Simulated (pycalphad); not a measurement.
Computed with pycalphad from the COST 507 light-alloy database (1999), at 1 atm. The database dates from 1999; later assessments differ in places, in temperatures and in the compounds included. Amounts are mole fractions of atoms.

**Question.** Compare equilibrium and Scheil-Gulliver solidification of Hf-0.9093C (wt.%).

**Answer.** Both start at the liquidus, 3288 K. In full equilibrium the last liquid goes at 2633 K (range 655 K), and at 2600 K the alloy holds HCP_A3. With no diffusion in the solid (Scheil-Gulliver, steps of 4 K) the liquid lasts to an invariant point at 2479 K (range 809 K), where the last 0.13 of it freezes; the solid then holds HCP_A3 0.71, FCC_A1 0.20, BCC_A2 0.08.

```csv
"last step ahead of the change, T (K)",liquid left there,liquid composition there (wt.%),solids forming below it
3288,1.00,0.91 C,FCC_A1
2652,0.80,0.43 C,HCP_A3
2479,0.13,0.09 C,BCC_A2 + HCP_A3
```
Solids once formed stay as they are in this model, so peritectic reactions do not proceed; the changes are located to one step.

FCC_A1 is fcc; BCC_A2 is bcc; HCP_A3 is hcp. The fcc model also describes the rock-salt carbide or nitride (TiC, TiN, HfC).
